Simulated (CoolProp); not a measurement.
Properties of p-xylene at several states.

Values from CoolProp's reference Helmholtz-energy equation of state, Zhou 2012.

| T (°C) | p (MPa) | phase | speed of sound (m/s) | viscosity (µPa s) |
|---|---|---|---|---|
| 331.75 | 0.365 | gas | 212.9 | 12.9 |
| 320.75 | 0.0614 | gas | 218.1 | 12.6 |
| 52.35 | 0.014 | liquid | 1199 | 448 |
| 232.65 | 1.31 | liquid | 543.5 | 116 |
| 162.55 | 3.51 | liquid | 816.5 | 194 |
| 70.55 | 1.95 | liquid | 1140 | 382 |

Viscosity comes from a separate model (Balogun 2015).
